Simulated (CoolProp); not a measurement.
The fluid at 293.15 K and 4.29 MPa (supercritical) is heated at constant pressure to 432.8 K. The same conditions are run with several fluids, on thermodynamics alone (safety and materials aside).

Values from CoolProp's reference Helmholtz-energy equation of state of each fluid (CF4 (R14): Platzer 1990; dry air: Lemmon 2000; carbon monoxide: Lemmon 2006; normal hydrogen: Leachman 2009; nitrogen: Span 2000). The equations of Platzer and Polt are older, rougher fits. Blends and air are pseudo-pure fits.

| fluid | heat (kJ/kg) | final density (kg/m³) |
|---|---|---|
| CF4 (R14) | 119 | 107 |
| dry air | 147 | 34.1 |
| carbon monoxide | 153 | 32.9 |
| normal hydrogen | 2030 | 2.36 |
| nitrogen | 152 | 32.9 |
